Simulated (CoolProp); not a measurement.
Propylene along the isobar 4190 kPa: density (kg/m³) from the reference equation and from simpler models built on Tc = 91.1 °C, pc = 4555 kPa, ω = 0.146; each cubic takes its own stable root.

Values from CoolProp's reference Helmholtz-energy equation of state, Lemmon 2013.

```csv
T (°C),phase,reference
10.25,liquid,538.7
39.35,liquid,491.0
68.55,liquid,424.3
97.75,gas,97.47
126.85,gas,73.11
156.05,gas,61.93
185.25,gas,54.72
214.35,gas,49.48
243.55,gas,45.37
272.65,gas,42.05
301.85,gas,39.26
```

Question: How far does each simpler model (van der Waals, Redlich-Kwong, Soave-Redlich-Kwong, Peng-Robinson) lie from the reference over these 11 states: mean and median of the absolute difference, and the worst?

Answer: 
- van der Waals: mean 11.4 %, median 2.5 %, worst -35.9 % at 68.55 °C and 4190 kPa
- Redlich-Kwong: mean 4.0 %, median 1.1 %, worst -15.8 % at 68.55 °C and 4190 kPa
- Soave-Redlich-Kwong: mean 3.6 %, median 1.2 %, worst -13.8 % at 68.55 °C and 4190 kPa
- Peng-Robinson: mean 2.3 %, median 2.3 %, worst +5.1 % at 10.25 °C and 4190 kPa
